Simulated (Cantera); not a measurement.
# Al + N2 (aluminium nitride and oxide growth)

Input: 1 mol Al, 88 mol N2, held at 823 K and 3.30 Torr.

Cantera equilibrium calculation (NASA polynomials, part measured and part estimated; ideal gas, pure solids and liquids). Candidate condensed phases: Al, AlN; 5 gas species. Rates play no part.

The x(N2) comes out as 1.00 and the n(AlN(s)) comes out as 1.00 mol. The gas amount is 87.50 mol and the log10 activity of Al(s) (absent) is -13.51.
